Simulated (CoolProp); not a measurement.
The fluid at 261.18 K and 0.0234 MPa is compressed adiabatically to 0.0351 MPa with isentropic efficiency 1. The same conditions are run with several fluids, on thermodynamics alone (safety and materials aside).

The numbers come from the reference Helmholtz-energy equation of state of each fluid (R142b: Lemmon 2006; R507A: Lemmon 2003; dimethyl ether: Wu 2011; dry air: Lemmon 2000; ethane: Bücker 2006) in CoolProp. Blends and air are pseudo-pure fits.

| fluid | work (kJ/kg) | final temperature (K) | final density (kg/m³) |
|---|---|---|---|
| R142b | 8.86 | 273.0 | 1.57 |
| R507A | ? | ? | 1.54 |
| dimethyl ether | ? | 275.9 | 0.711 |
| dry air | ? | 293.3 | 0.417 |
| ethane | ? | 279.7 | 0.455 |

**Question.** Complete the blanks.

**Answer.** 
- R507A, work (kJ/kg): 9.04
- R507A, final temperature (K): 272.7
- dimethyl ether, work (kJ/kg): 19.5
- dry air, work (kJ/kg): 32.2
- ethane, work (kJ/kg): 30.2
